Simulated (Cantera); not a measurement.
Input (Python, Cantera) and output of one run.

```python
import numpy as np
import cantera as ct

gas_names = """
    C CO COS CO2 CS CS2 C2 C2O C3 C3O2 C4 C5 O O2 O3 S SO SO2 SO3 S2 S2O S8
""".split()
cond_names = """
    C(gr) S(cr1) S(cr2) S(L)
""".split()


def load(file, names, dense=False):
    # The tables refer to 1 bar. Condensed volumes are neglected.
    table = {s.name: s for s in ct.Species.list_from_file(file)}
    out = []
    for n in names:
        d = dict(table[n].input_data)
        d["thermo"] = dict(d["thermo"], **{"reference-pressure": 1e5})
        if dense:
            d["equation-of-state"] = {"model": "constant-volume", "density": "1e6 g/cm^3"}
        out.append(ct.Species.from_dict(d))
    return out


gas = ct.Solution(thermo="ideal-gas", species=load("nasa_gas.yaml", gas_names))
cond = {s.name: ct.Solution(thermo="fixed-stoichiometry", species=[s], name=s.name)
        for s in load("nasa_condensed.yaml", cond_names, dense=True)}
atoms = {
    'CO2': {'C': 1, 'O': 2},
    'SO2': {'S': 1, 'O': 2},
    'O2': {'O': 2},
}
top_T = {'C(gr)': 4500}  # K; cautious upper limits of use, not melting points


def equilibrate(T, P, feed):
    n = {}
    for name, mol in feed.items():
        for a, k in atoms[name].items():
            n[a] = n.get(a, 0.0) + k * mol
    gas.TPX = T, P, n
    mass = sum(n.values()) * gas.mean_molecular_weight
    gas.equilibrate("TP")
    valid = [c for c in cond.values() if c.min_temp <= T <= top_T.get(c.name, c.max_temp)]
    mix = ct.Mixture([(gas, mass / gas.mean_molecular_weight)] + [(c, 0.0) for c in valid])
    mix.T, mix.P = T, P
    mix.equilibrate("TP", solver="vcs", rtol=1e-11, max_steps=5000)
    return mix


results = []
feed = {'CO2': 1, 'SO2': 0.97, 'O2': 0.17}  # mol
P = 270000  # Pa
for T in [2448, 2498, 2548, 2598, 2648, 2698, 2748, 2798, 2848, 2898, 2948, 2998, 3048]:
    mix = equilibrate(T, P, feed)
    results.append((T, P, feed, dict(zip(mix.species_names, mix.species_moles))))

top = {s: max(r[3][s] / sum(r[3][g] for g in gas_names) for r in results) for s in gas_names}
cols = sorted((s for s in top if top[s] > 0.0001), key=lambda s: -top[s])[:8]
seen = [c for c in cond_names if any(r[3].get(c, 0) > 1e-12 for r in results)]
print("log10 of partial pressures in bar; condensed amounts in mol")
print(f"{'T/K':>10s}" + "".join(f"{s[:9]:>10s}" for s in cols + seen))
for T, P, feed, n in results:
    ng = sum(n[g] for g in gas_names)
    print(f"{T:10.4g}" + "".join(f"{np.log10(max(n[s] / ng * P / 1e5, 1e-99)):10.3f}" for s in cols)
          + "".join(f"{n.get(c, 0):10.4g}" for c in seen))
```

Result:

```
log10 of partial pressures in bar; condensed amounts in mol
       T/K       SO2       CO2        CO        O2        SO         O         S       SO3
      2448     0.077     0.071    -1.180    -0.609    -2.006    -2.257    -4.678    -2.920
      2498     0.074     0.062    -1.079    -0.594    -1.888    -2.140    -4.448    -2.955
      2548     0.071     0.052    -0.984    -0.578    -1.776    -2.027    -4.231    -2.988
      2598     0.066     0.040    -0.897    -0.559    -1.671    -1.917    -4.025    -3.019
      2648     0.061     0.027    -0.816    -0.540    -1.571    -1.810    -3.830    -3.049
      2698     0.056     0.011    -0.741    -0.519    -1.477    -1.706    -3.644    -3.078
      2748     0.049    -0.007    -0.673    -0.498    -1.388    -1.605    -3.468    -3.106
      2798     0.041    -0.027    -0.611    -0.477    -1.304    -1.507    -3.300    -3.134
      2848     0.032    -0.049    -0.554    -0.456    -1.225    -1.412    -3.140    -3.162
      2898     0.022    -0.073    -0.502    -0.435    -1.149    -1.321    -2.987    -3.190
      2948     0.011    -0.100    -0.455    -0.416    -1.078    -1.233    -2.840    -3.219
      2998    -0.001    -0.128    -0.412    -0.397    -1.011    -1.148    -2.700    -3.249
      3048    -0.015    -0.160    -0.374    -0.380    -0.947    -1.066    -2.565    -3.280
```

Method: chemical equilibrium by Gibbs-energy minimisation in Cantera with the NASA 1993 tables (ideal gas, pure condensed phases).
